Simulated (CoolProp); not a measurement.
n-perfluorohexane at 434.86 K and 0.695 MPa is throttled through a valve to 0.372 MPa with no heat exchange. Each further row changes one setting.

Computed with CoolProp (reference Helmholtz-energy equation of state, Gao 2022).

```csv
case,temperature change (K),final density (kg/m³)
as stated,___,___
outlet pressure 0.112 MPa,___,___
outlet pressure 0.484 MPa,___,___
```

Task: What belongs in the gaps?

Result: 
- as stated, temperature change (K): -3.6
- as stated, final density (kg/m³): 38.6
- outlet pressure 0.112 MPa, temperature change (K): -6.1
- outlet pressure 0.112 MPa, final density (kg/m³): 10.9
- outlet pressure 0.484 MPa, temperature change (K): -2.4
- outlet pressure 0.484 MPa, final density (kg/m³): 51.8
